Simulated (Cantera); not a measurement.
# Ignition delay

Mixture: CH4 : CO : O2 : N2 = 1 : 0.036 : 1.83 : 6.9 (molar parts), at 1200000 Pa, adiabatic and at constant pressure. Ignition delay is the time to a rise of 400 K.

Model: GRI-Mech 3.0 (53 species, 325 reactions), integrated in Cantera. The pressure lies above the range GRI-Mech 3.0 was tuned for (to about 10 atm).

```
T0 (K)  delay (ms)
------  ----------
1150          8.19
1250          2.35
1350         0.766
1450         0.274
1550         0.106
1650        0.0446
1750        0.0203
1850        0.0101
```

```yaml
apparent activation energy between 1650 and 1850 K: 190 kJ/mol
```
